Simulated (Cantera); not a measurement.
Feed: 1 mol CH₃SiCl₃, 0.094 mol C₂H₄, 6.6 mol H₂, at 2300 K and 0.270 bar.

Method: chemical equilibrium by Gibbs-energy minimisation in Cantera with the NASA 1993 tables (ideal gas, pure condensed phases). Candidate condensed phases: C, C₆H₆, C₇H₈, C₈H₁₈, Si, SiC; 109 gas species. The feed counts by its element totals alone. The tables' values for SiCl, SiCl₃ are old estimates; treat these amounts as uncertain. Gases not in the tables: Si₂H₆ and higher silanes. Rates play no part.

Base state: H₂ 0.701, HCl 0.252, SiCl₂ 0.0228, H 0.0156, Cl 0.00404, C₂H₂ (acetylene) 0.00303, SiCl 0.000654, Si 0.000496 (mole fractions); condensed: C(graphite) + SiC(s).

Task: What changes in the equilibrium state with this change: H₂ from 6.6 to 510 mol?

Result: 
```csv
species,before,after
H₂,0.701,0.973
H,0.0156,0.0184
HCl,0.252,0.00565
SiCl₂,0.0228,1.76e-5
Si,0.000496,0.00106
SiCl₃,0.000329,4.84e-9
Cl,0.00404,7.67e-5
SiCl,0.000654,2.66e-5
C₂H₂ (acetylene),0.00303,0.000918
SiH₂,4.69e-5,0.000140
"C(graphite), mol",0.368,0
"SiC(s), mol",0.757,0.138
```
The tables' values for SiCl are old estimates; treat these amounts as uncertain.
